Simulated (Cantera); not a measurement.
A Cantera script and what it prints.

```python
import numpy as np
import cantera as ct

gas_names = [...]  # 130 gases of nasa_gas.yaml made of C, H, Mg, O, S
cond_names = """
    C(gr) C6H6(L) C7H8(L) C8H18(L),n-octa H2O(s) H2O(L) H2SO4(L) Mg(cr) Mg(L) MgCO3(s) MgO(s) MgO(L)
    MgO2H2(s) MgS(s) MgSO4(s) MgSO4(L) S(cr1) S(cr2) S(L)
""".split()


# ... load() reads the species with a 1 bar reference pressure and builds the phases ...
atoms = {
    'MgSO4': {'Mg': 1, 'S': 1, 'O': 4},
    'H2O': {'H': 2, 'O': 1},
    'H2': {'H': 2},
    'CO2': {'C': 1, 'O': 2},
}
top_T = {'C(gr)': 4500, 'MgS(s)': 2250}  # K; cautious upper limits of use, not melting points


# ... equilibrate(T, P, feed) seeds the gas with the atoms and calls Mixture.equilibrate('TP', solver="vcs", rtol=1e-11, max_steps=5000) ...
results = []
feed = {'MgSO4': 1, 'H2O': 0.32, 'H2': 0.82, 'CO2': 8.5}  # mol
P = 27  # Pa
for T in [1523, 1623, 1723, 1823, 1923, 2023, 2123]:
    mix = equilibrate(T, P, feed)
    results.append((T, P, feed, dict(zip(mix.species_names, mix.species_moles))))

top = {s: max(r[3][s] / sum(r[3][g] for g in gas_names) for r in results) for s in gas_names}
cols = sorted((s for s in top if top[s] > 0.001), key=lambda s: -top[s])[:6]
seen = [c for c in cond_names if any(r[3].get(c, 0) > 1e-12 for r in results)]
print("log10 of partial pressures in bar; condensed amounts in mol")
print(f"{'T/K':>10s}" + "".join(f"{s[:9]:>10s}" for s in cols + seen))
for T, P, feed, n in results:
    ng = sum(n[g] for g in gas_names)
    print(f"{T:10.4g}" + "".join(f"{np.log10(max(n[s] / ng * P / 1e5, 1e-99)):10.3f}" for s in cols)
          + "".join(f"{n.get(c, 0):10.4g}" for c in seen))
```

Result:

```
log10 of partial pressures in bar; condensed amounts in mol
       T/K       CO2        CO        O2       H2O       SO2         O    MgO(s)
      1523    -3.672    -6.051    -5.568    -4.545    -4.600    -8.042         1
      1623    -3.678    -5.535    -5.430    -4.549    -4.602    -7.436         1
      1723    -3.692    -5.129    -5.225    -4.558    -4.607    -6.858    0.9999
      1823    -3.719    -4.804    -5.000    -4.577    -4.617    -6.321    0.9991
      1923    -3.766    -4.541    -4.788    -4.612    -4.636    -5.836    0.9916
      2023    -3.844    -4.336    -4.608    -4.677    -4.668    -5.403    0.9326
      2123    -3.975    -4.203    -4.461    -4.803    -4.733    -5.018     0.516
```

Equilibrium computed with Cantera from the NASA thermochemical tables; the gas is ideal and each condensed phase is pure.
